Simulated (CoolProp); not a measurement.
Vapour-liquid equilibrium of ethylene (1) + propylene (2) at 0.241 MPa; x and y are mole fractions of (1).

Values from CoolProp's multi-fluid Helmholtz-energy mixture model, Smukala 2000 and Lemmon 2013; pair parameters Bell 2016.

```tsv
x	bubble temperature (K)	y at the bubble point	dew temperature at overall composition x (K)	liquid density (mol/L)
0.05	237.8	0.310	245.3	14.26
0.2	218.6	0.741	241.2	15.28
0.35	207.1	0.881	236.4	16.14
0.5	199.6	0.938	230.9	16.91
0.65	194.3	0.967	223.9	17.65
0.8	190.2	0.985	214.5	18.39
0.95	186.7	0.997	197.6	19.13
```

No azeotrope shows between x = 0.05 and 0.95.

Pair parameters are fitted to limited data, so mixtures are less certain than the pure fluids. The gap from Raoult's law changes sign with composition, which may be real or a fault of the pair parameters; it wasn't checked against measurements.
